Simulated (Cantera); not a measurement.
What does this Cantera script print?

```python
import numpy as np
import cantera as ct

gas_names = """
    AL ALN AL2 N N2
""".split()
cond_names = """
    AL(cr) AL(L) ALN(s)
""".split()


# ... load() reads the species with a 1 bar reference pressure and builds the phases ...
atoms = {
    'Al': {'AL': 1},
    'N2': {'N': 2},
}
top_T = {'ALN(s)': 2750}  # K; cautious upper limits of use, not melting points


# ... equilibrate(T, P, feed) seeds the gas with the atoms and calls Mixture.equilibrate('TP', solver="vcs", rtol=1e-11, max_steps=5000) ...
results = []
feed = {'Al': 1, 'N2': 2.1}  # mol
T = 2148.15  # K
for P in [10, 28, 77, 220, 600, 1700, 4600, 13000, 36000, 100000]:
    mix = equilibrate(T, P, feed)
    results.append((T, P, feed, dict(zip(mix.species_names, mix.species_moles))))

top = {s: max(r[3][s] / sum(r[3][g] for g in gas_names) for r in results) for s in gas_names}
cols = sorted((s for s in top if top[s] > 0.0001), key=lambda s: -top[s])[:9]
seen = [c for c in cond_names if any(r[3].get(c, 0) > 1e-12 for r in results)]
print("log10 of partial pressures in bar; condensed amounts in mol")
print(f"{'P/Pa':>10s}" + "".join(f"{s[:9]:>10s}" for s in cols + seen))
for T, P, feed, n in results:
    ng = sum(n[g] for g in gas_names)
    print(f"{P:10.4g}" + "".join(f"{np.log10(max(n[s] / ng * P / 1e5, 1e-99)):10.3f}" for s in cols)
          + "".join(f"{n.get(c, 0):10.4g}" for c in seen))
```

Output:

```
log10 of partial pressures in bar; condensed amounts in mol
      P/Pa        N2        AL    ALN(s)
        10    -4.169    -4.491         0
        28    -3.722    -4.044         0
        77    -3.283    -3.605         0
       220    -2.827    -3.149         0
       600    -2.391    -2.713         0
      1700    -1.833    -2.637    0.7271
      4600    -1.350    -2.878    0.9519
   1.3e+04    -0.889    -3.109    0.9903
   3.6e+04    -0.444    -3.331    0.9979
     1e+05    -0.000    -3.553    0.9996
```

These are equilibrium values from Cantera (NASA tables, ideal gas, pure condensed phases), not measurements of a reactor.
